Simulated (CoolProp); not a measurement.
Aqueous potassium carbonate as a coolant, 25 % by mass, freezing at -12.8 °C, 1 atm.

Computed with CoolProp (Melinder's fits for secondary coolants).

```
T (°C)  conductivity (W/(m K))  cp (kJ/(kg K))  viscosity (mPa s)  density (kg/m³)
------  ----------------------  --------------  -----------------  ---------------
-8                       0.528           3.082               4.31             1254
-1.3                     0.539      (withheld)         (withheld)             1252
5.3                      0.550      (withheld)               2.90       (withheld)
12                       0.561      (withheld)               2.46             1247
18.7                (withheld)           3.121               2.12             1244
25.4                     0.583           3.131         (withheld)       (withheld)
32.1                     0.594           3.141               1.62             1237
38.8                     0.605           3.151               1.42             1234
```

Problem. Fill in the missing entries.

Solution. 
- -1.3, cp (kJ/(kg K)): 3.092
- -1.3, viscosity (mPa s): 3.49
- 5.3, cp (kJ/(kg K)): 3.102
- 5.3, density (kg/m³): 1250
- 12, cp (kJ/(kg K)): 3.111
- 18.7, conductivity (W/(m K)): 0.572
- 25.4, viscosity (mPa s): 1.84
- 25.4, density (kg/m³): 1241
